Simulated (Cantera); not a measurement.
Feed: 1 mol Ca(OH)₂, 0.047 mol CO₂, a varied amount of H₂, at 675 K and 53.0 Pa.

These are equilibrium values from Cantera (NASA tables, ideal gas, pure condensed phases), not measurements of a reactor. Candidate condensed phases: C, C₆H₆, C₇H₈, C₈H₁₈, Ca, CaCO₃, CaO, Ca(OH)₂, H₂O; 115 gas species. Kinetics and transport are ignored.

log p: log10 of the partial pressure in bar; n: condensed amount in mol.

| n(H₂) (mol) | log p H₂ | log p H₂O | log p CO₂ | log p CO | log p CH₄ | n CaCO₃(calcite) | n CaO(s) |
|---|---|---|---|---|---|---|---|
| 0.79 | -3.63 | -3.53 | -5.61 | -6.79 | -9.99 | 0.0381 | 0.962 |
| 1.2 | ___ | ___ | -5.61 | ___ | ___ | 0.0357 | 0.964 |
| 1.7 | -3.48 | -3.71 | -5.61 | -6.46 | -9.02 | 0.0326 | 0.967 |
| 2.6 | -3.42 | ___ | -5.61 | ___ | ___ | ___ | 0.973 |
| 3.9 | -3.38 | -3.97 | -5.61 | -6.10 | -8.10 | 0.0166 | 0.983 |
| 5.8 | -3.35 | -4.10 | -5.61 | -5.93 | -7.71 | 0 | 1.00 |
| 8.6 | -3.33 | -4.25 | -5.82 | -5.98 | -7.54 | 0 | 1.00 |

### Question
Some entries are withheld; supply them.

### Answer

- 1.2, log p H₂: -3.54
- 1.2, log p H₂O: -3.62
- 1.2, log p CO: -6.61
- 1.2, log p CH₄: -9.44
- 2.6, log p H₂O: -3.83
- 2.6, log p CO: -6.27
- 2.6, log p CH₄: -8.53
- 2.6, n CaCO₃(calcite): 0.0265
